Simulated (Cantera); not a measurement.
What does this Cantera script print?

```python
import numpy as np
import cantera as ct

gas = ct.Solution("gri30.yaml")
gas.TPX = 300, 100000, {'CO': 1, 'H2': 0.15, 'O2': 0.523, 'N2': 1.97}
flame = ct.FreeFlame(gas, width=0.04)
flame.set_refine_criteria(ratio=3, slope=0.08, curve=0.16)
flame.transport_model = "mixture-averaged"
flame.solve(loglevel=0, auto=True)
z, T = flame.grid, flame.T
thick = (T[-1] - T[0]) / np.gradient(T, z).max()
show = ['CO', 'H2', 'O2', 'NO', 'NO2', 'H2O2']
print(f"laminar burning velocity  {flame.velocity[0] * 100:.3f} cm/s")
print(f"burnt temperature         {T[-1]:.1f} K")
print(f"thermal thickness         {thick * 1e3:.4f} mm")
print(f"grid points               {len(z)}")
z0 = z[flame.heat_release_rate.argmax()]
print(f"{'z/mm':>9s}{'T/K':>9s}{'u/(m/s)':>9s}" + "".join(f"{s:>11s}" for s in show))
rows = []
for k in (-3, -2, -1.5, -1, -0.5, -0.25, 0, 0.25, 0.5, 1, 2, 4, 8):
    zz = z0 + k * thick
    rows.append([k * thick, np.interp(zz, z, T), np.interp(zz, z, flame.velocity),
                 *(np.interp(zz, z, flame.X[gas.species_index(s)]) for s in show)])
    print(f"{rows[-1][0] * 1e3:9.3f}{rows[-1][1]:9.1f}{rows[-1][2]:9.3f}" + "".join(f"{x:11.3e}" for x in rows[-1][3:]))
```

It prints:

```
laminar burning velocity  64.679 cm/s
burnt temperature         2403.1 K
thermal thickness         0.5820 mm
grid points               128
     z/mm      T/K  u/(m/s)         CO         H2         O2         NO        NO2       H2O2
   -1.746    300.0    0.647  2.745e-01  4.116e-02  1.436e-01  1.791e-15  1.568e-15  1.375e-11
   -1.164    300.0    0.647  2.745e-01  4.109e-02  1.436e-01  1.050e-13  9.703e-14  7.561e-10
   -0.873    300.0    0.647  2.746e-01  4.090e-02  1.436e-01  1.097e-12  1.178e-12  7.867e-09
   -0.582    300.2    0.647  2.748e-01  4.010e-02  1.437e-01  2.212e-11  3.067e-11  1.575e-07
   -0.291    316.0    0.677  2.757e-01  3.522e-02  1.441e-01  2.895e-09  5.514e-09  1.666e-05
   -0.145    531.5    1.129  2.681e-01  2.674e-02  1.381e-01  2.042e-07  2.368e-08  1.176e-04
    0.000   1027.1    2.140  2.323e-01  1.487e-02  1.126e-01  1.900e-06  1.756e-09  1.530e-05
    0.145   1373.6    2.799  1.820e-01  5.786e-03  7.695e-02  7.169e-06  3.107e-09  1.453e-06
    0.291   1574.5    3.146  1.430e-01  3.798e-03  5.447e-02  1.512e-05  4.795e-09  6.446e-07
    0.582   1773.7    3.475  1.127e-01  3.988e-03  3.987e-02  2.965e-05  7.045e-09  2.870e-07
    1.164   1942.2    3.762  1.010e-01  3.686e-03  3.374e-02  4.839e-05  1.070e-08  1.408e-07
    2.328   2086.6    4.002  9.019e-02  3.057e-03  2.827e-02  7.570e-05  1.682e-08  7.644e-08
    4.656   2205.1    4.192  7.867e-02  2.477e-03  2.267e-02  1.310e-04  3.012e-08  4.696e-08
```

Computed with Cantera and GRI-Mech 3.0 (53 species, 325 reactions). Burning velocities carry a grid error of a few per cent, more on coarse grids.
